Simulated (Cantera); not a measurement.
Input (Python, Cantera) and output of one run.

```python
import numpy as np
import cantera as ct

gas_names = """
    H HNO HNO2 HNO3 HO2 H2 H2O H2O2 N NH NH2 NH3 NH2OH NO NO2 NO3 N2 N2H2 N2H4 N2O O OH O2 O3 Si SiH
    SiH2 SiH3 SiH4 SiN SiO SiO2 Si2 Si2N Si3
""".split()
cond_names = """
    H2O(s) H2O(L) Si(cr) Si(L) SiO2(Lqz) SiO2(hqz) SiO2(L) Si2N2O(s) Si3N4(a)
""".split()


def load(file, names, dense=False):
    # The tables refer to 1 bar. Condensed volumes are neglected.
    table = {s.name: s for s in ct.Species.list_from_file(file)}
    out = []
    for n in names:
        d = dict(table[n].input_data)
        d["thermo"] = dict(d["thermo"], **{"reference-pressure": 1e5})
        if dense:
            d["equation-of-state"] = {"model": "constant-volume", "density": "1e6 g/cm^3"}
        out.append(ct.Species.from_dict(d))
    return out


gas = ct.Solution(thermo="ideal-gas", species=load("nasa_gas.yaml", gas_names))
cond = {s.name: ct.Solution(thermo="fixed-stoichiometry", species=[s], name=s.name)
        for s in load("nasa_condensed.yaml", cond_names, dense=True)}
atoms = {
    'Si': {'Si': 1},
    'N2O': {'N': 2, 'O': 1},
    'H2': {'H': 2},
}
top_T = {'Si2N2O(s)': 2100, 'Si3N4(a)': 2400}  # K; cautious upper limits of use, not melting points


def equilibrate(T, P, feed):
    n = {}
    for name, mol in feed.items():
        for a, k in atoms[name].items():
            n[a] = n.get(a, 0.0) + k * mol
    gas.TPX = T, P, n
    mass = sum(n.values()) * gas.mean_molecular_weight
    gas.equilibrate("TP")
    valid = [c for c in cond.values() if c.min_temp <= T <= top_T.get(c.name, c.max_temp)]
    mix = ct.Mixture([(gas, mass / gas.mean_molecular_weight)] + [(c, 0.0) for c in valid])
    mix.T, mix.P = T, P
    mix.equilibrate("TP", solver="vcs", rtol=1e-11, max_steps=5000)
    return mix


results = []
feed = {'Si': 1, 'N2O': 0.17, 'H2': 410}  # mol
for P in [0.1, 0.5, 2.5, 13, 63, 320, 1600, 7900, 40000, 200000, 1000000]:
    for T in [1798, 1823, 1848, 1873, 1898, 1923, 1948, 1973, 1998, 2023, 2048, 2073, 2098, 2123]:
        mix = equilibrate(T, P, feed)
        results.append((T, P, feed, dict(zip(mix.species_names, mix.species_moles))))

for T, P, feed, n in results:
    print(f"{T:7g} {P:10.4g}  " + (" + ".join(c for c in cond_names if n.get(c, 0) > 1e-12) or "gas only"))
```

Output:

```
   1798        0.1  gas only
   1823        0.1  gas only
   1848        0.1  gas only
   1873        0.1  gas only
   1898        0.1  gas only
   1923        0.1  gas only
   1948        0.1  gas only
   1973        0.1  gas only
   1998        0.1  gas only
   2023        0.1  gas only
   2048        0.1  gas only
   2073        0.1  gas only
   2098        0.1  gas only
   2123        0.1  gas only
   1798        0.5  gas only
   1823        0.5  gas only
   1848        0.5  gas only
   1873        0.5  gas only
   1898        0.5  gas only
   1923        0.5  gas only
   1948        0.5  gas only
   1973        0.5  gas only
   1998        0.5  gas only
   2023        0.5  gas only
   2048        0.5  gas only
   2073        0.5  gas only
   2098        0.5  gas only
   2123        0.5  gas only
   1798        2.5  gas only
   1823        2.5  gas only
   1848        2.5  gas only
   1873        2.5  gas only
   1898        2.5  gas only
   1923        2.5  gas only
   1948        2.5  gas only
   1973        2.5  gas only
   1998        2.5  gas only
   2023        2.5  gas only
   2048        2.5  gas only
   2073        2.5  gas only
   2098        2.5  gas only
   2123        2.5  gas only
   1798         13  gas only
   1823         13  gas only
   1848         13  gas only
   1873         13  gas only
   1898         13  gas only
   1923         13  gas only
   1948         13  gas only
   1973         13  gas only
   1998         13  gas only
   2023         13  gas only
   2048         13  gas only
   2073         13  gas only
   2098         13  gas only
   2123         13  gas only
   1798         63  gas only
   1823         63  gas only
   1848         63  gas only
   1873         63  gas only
   1898         63  gas only
   1923         63  gas only
   1948         63  gas only
   1973         63  gas only
   1998         63  gas only
   2023         63  gas only
   2048         63  gas only
   2073         63  gas only
   2098         63  gas only
   2123         63  gas only
   1798        320  Si(L)
   1823        320  Si(L)
   1848        320  gas only
   1873        320  gas only
   1898        320  gas only
   1923        320  gas only
   1948        320  gas only
   1973        320  gas only
   1998        320  gas only
   2023        320  gas only
   2048        320  gas only
   2073        320  gas only
   2098        320  gas only
   2123        320  gas only
   1798       1600  Si(L)
   1823       1600  Si(L)
   1848       1600  Si(L)
   1873       1600  Si(L)
   1898       1600  Si(L)
   1923       1600  Si(L)
   1948       1600  Si(L)
   1973       1600  gas only
   1998       1600  gas only
   2023       1600  gas only
   2048       1600  gas only
   2073       1600  gas only
   2098       1600  gas only
   2123       1600  gas only
   1798       7900  Si(L)
   1823       7900  Si(L)
   1848       7900  Si(L)
   1873       7900  Si(L)
   1898       7900  Si(L)
   1923       7900  Si(L)
   1948       7900  Si(L)
   1973       7900  Si(L)
   1998       7900  Si(L)
   2023       7900  Si(L)
   2048       7900  Si(L)
   2073       7900  Si(L)
   2098       7900  gas only
   2123       7900  gas only
   1798      4e+04  Si(L)
   1823      4e+04  Si(L)
   1848      4e+04  Si(L)
   1873      4e+04  Si(L)
   1898      4e+04  Si(L)
   1923      4e+04  Si(L)
   1948      4e+04  Si(L)
   1973      4e+04  Si(L)
   1998      4e+04  Si(L)
   2023      4e+04  Si(L)
   2048      4e+04  Si(L)
   2073      4e+04  Si(L)
   2098      4e+04  Si(L)
   2123      4e+04  Si(L)
   1798      2e+05  Si(L)
   1823      2e+05  Si(L)
   1848      2e+05  Si(L)
   1873      2e+05  Si(L)
   1898      2e+05  Si(L)
   1923      2e+05  Si(L)
   1948      2e+05  Si(L)
   1973      2e+05  Si(L)
   1998      2e+05  Si(L)
   2023      2e+05  Si(L)
   2048      2e+05  Si(L)
   2073      2e+05  Si(L)
   2098      2e+05  Si(L)
   2123      2e+05  Si(L)
   1798      1e+06  Si(L) + Si2N2O(s)
   1823      1e+06  Si(L) + Si2N2O(s)
   1848      1e+06  Si(L) + Si2N2O(s)
   1873      1e+06  Si(L)
   1898      1e+06  Si(L)
   1923      1e+06  Si(L)
   1948      1e+06  Si(L)
   1973      1e+06  Si(L)
   1998      1e+06  Si(L)
   2023      1e+06  Si(L)
   2048      1e+06  Si(L)
   2073      1e+06  Si(L)
   2098      1e+06  Si(L)
   2123      1e+06  Si(L)
```

Equilibrium computed with Cantera from the NASA thermochemical tables; the gas is ideal and each condensed phase is pure. Mutual solubility and eutectic melting of coexisting phases are not modelled.
